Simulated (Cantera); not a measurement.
Input (Python, Cantera) and output of one run.

```python
import numpy as np
import cantera as ct

gas_names = [...]  # 123 gases of nasa_gas.yaml made of C, H, O, Si
cond_names = """
    C(gr) C6H6(L) C7H8(L) C8H18(L),n-octa H2O(s) H2O(L) Si(cr) Si(L) SiC(b) SiO2(Lqz) SiO2(hqz) SiO2(L)
""".split()


# ... load() reads the species with a 1 bar reference pressure and builds the phases ...
atoms = {
    'Si2H6': {'Si': 2, 'H': 6},
    'CO2': {'C': 1, 'O': 2},
}
top_T = {'C(gr)': 4500, 'SiC(b)': 3050}  # K; cautious upper limits of use, not melting points


# ... equilibrate(T, P, feed) seeds the gas with the atoms and calls Mixture.equilibrate('TP', solver="vcs", rtol=1e-11, max_steps=5000) ...
results = []
T = 648  # K
P = 100  # Pa
for m in [1.6, 2.1, 2.8, 3.7, 4.9, 6.5, 8.6, 11]:
    feed = {'Si2H6': 1, 'CO2': m}  # mol
    mix = equilibrate(T, P, feed)
    results.append((T, P, feed, dict(zip(mix.species_names, mix.species_moles))))

top = {s: max(r[3][s] / sum(r[3][g] for g in gas_names) for r in results) for s in gas_names}
cols = sorted((s for s in top if top[s] > 0.0001), key=lambda s: -top[s])[:8]
seen = [c for c in cond_names if any(r[3].get(c, 0) > 1e-12 for r in results)]
print("log10 of partial pressures in bar; condensed amounts in mol")
print(f"{'n(CO2)':>10s}" + "".join(f"{s[:9]:>10s}" for s in cols + seen))
for T, P, feed, n in results:
    ng = sum(n[g] for g in gas_names)
    print(f"{feed['CO2']:10.4g}" + "".join(f"{np.log10(max(n[s] / ng * P / 1e5, 1e-99)):10.3f}" for s in cols)
          + "".join(f"{n.get(c, 0):10.4g}" for c in seen))
```

It prints:

```
log10 of partial pressures in bar; condensed amounts in mol
    n(CO2)        H2       CO2        CO       H2O       CH4     C(gr)    SiC(b) SiO2(Lqz)
       1.6    -3.011   -26.550   -15.596   -15.167    -4.587     1.124       0.4       1.6
       2.1    -3.037    -5.065    -4.854    -4.450    -4.637     1.963         0         2
       2.8    -3.163    -3.862    -4.252    -3.974    -4.889     2.044         0         2
       3.7    -3.280    -3.562    -4.102    -3.942    -5.124     2.046         0         2
       4.9    -3.398    -3.402    -4.022    -3.980    -5.360     2.003         0         2
       6.5    -3.518    -3.302    -3.972    -4.050    -5.600     1.915         0         2
       8.6    -3.637    -3.237    -3.939    -4.137    -5.839      1.78         0         2
        11    -3.743    -3.195    -3.919    -4.221    -6.049     1.615         0         2
```

Cantera equilibrium calculation (NASA polynomials, part measured and part estimated; ideal gas, pure solids and liquids). The feed counts by its element totals alone.
